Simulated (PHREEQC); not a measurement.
A solution holds 59 mmol/kgw ZnSO4, 0.088 mmol/kgw H3BO3 and 14 mmol/kgw MnSO4, at 25 °C. Closed to the air; pH follows from the charge balance.

All values are PHREEQC results (ion-association model, phreeqc.dat), not measurements.

Each row changes one thing in this solution. Precipitation was switched off in this run.

```tsv
case	pH	ionic strength (mol/kgw)	SO4-2 (mol/kgw)	HSO4- (mol/kgw)	H2BO3- (mol/kgw)
as made	5.63	0.154	0.0324	3.15e-6	2.93e-8
0.00064 mol/kgw CdBr2 added	5.62	0.155	0.0323	3.14e-6	2.92e-8
ZnSO4 left out	___	___	0.00975	2.04e-7	1.68e-7
diluted 100-fold with water	6.16	___	0.000666	3.78e-8	7.77e-10
MnSO4 replaced by K2SO4 at the same molality	___	0.154	0.0343	3.22e-6	3.03e-8
```

### Question
What belongs in the gaps?

### Answer

- ZnSO4 left out, pH: 6.44
- ZnSO4 left out, ionic strength (mol/kgw): 0.0390
- diluted 100-fold with water, ionic strength (mol/kgw): 0.00266
- MnSO4 replaced by K2SO4 at the same molality, pH: 5.64
